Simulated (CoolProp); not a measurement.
Vapour-liquid equilibrium of CHF3 (R23) (1) + R11 (2) at -22.45 °C; x and y are mole fractions of (1).

Values from CoolProp's multi-fluid Helmholtz-energy mixture model, Penoncello 2003 and Jacobsen 1992; pair parameters Bell 2016.

| x | bubble pressure (kPa) | y at the bubble point | dew pressure at overall composition x (kPa) | liquid density (mol/L) |
|---|---|---|---|---|
| 0.05 | 195.9 | 0.928 | 14.59 | 11.75 |
| 0.15 | 514.3 | 0.971 | 16.31 | 12.21 |
| 0.25 | 748.9 | 0.980 | 18.50 | 12.69 |
| 0.35 | 896.1 | 0.983 | 21.35 | 13.18 |
| 0.45 | 974.1 | 0.985 | 25.25 | 13.69 |
| 0.55 | 1011 | 0.985 | 30.88 | 14.21 |
| 0.65 | 1035 | 0.986 | 39.74 | 14.75 |
| 0.75 | 1067 | 0.987 | 55.73 | 15.31 |
| 0.85 | 1125 | 0.989 | 93.27 | 15.89 |
| 0.95 | 1222 | 0.995 | 285.9 | 16.52 |

No azeotrope shows between x = 0.05 and 0.95.

The pair parameters rest on a limited set of measurements; away from them the model extrapolates. The gap from Raoult's law changes sign with composition, which may be real or a fault of the pair parameters; it wasn't checked against measurements. With so large a gap from Raoult's law the liquid may split in two, which this calculation doesn't test in full.
